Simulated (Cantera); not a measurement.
Input: 1 mol Pb, 0.2 mol CO2, 110 mol H2, held at 1477 °C and 18.0 Pa.

Equilibrium computed with Cantera from the NASA thermochemical tables; the gas is ideal and each condensed phase is pure. Candidate condensed phases: C, C6H6, C7H8, C8H18, H2O, Pb, PbO, PbO2, Pb3O4; 113 gas species. Equilibrium is a limit: real reactors are often held back by kinetics, nucleation or transport.

Base state: H2 0.970, H 0.0171, Pb 0.00892, CO 0.00178, H2O 0.00178 (mole fractions); condensed: gas only.

Q: What changes in the equilibrium state with this change: pressure from 18.0 Pa to 1100 Pa?

A: 
```
species   before    after
-------  -------  -------
H2         0.970    0.985
Pb       0.00892  0.00898
H         0.0171  0.00220
H2O      0.00178  0.00180
CO       0.00178  0.00180
```
